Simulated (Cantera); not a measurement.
Feed: 1 mol Si3H8, 0.0095 mol Cl2, a varied amount of N2, at 727 °C and 3000 Pa.

Equilibrium computed with Cantera from the NASA thermochemical tables; the gas is ideal and each condensed phase is pure. Candidate condensed phases: NH4Cl, Si, Si3N4; 28 gas species. The feed counts by its element totals alone. N2 is the only nitrogen source here; it is nearly inert below about 1500 K, so the nitride shown seldom forms there in practice. Equilibrium is a limit: real reactors are often held back by kinetics, nucleation or transport.

### Question
At 40 mol N2, list the 3 most abundant gas species with their mole fractions, and the condensed phases.

### Answer
N2 0.905, H2 0.0950, HCl 0.000452. Condensed: Si3N4(s).
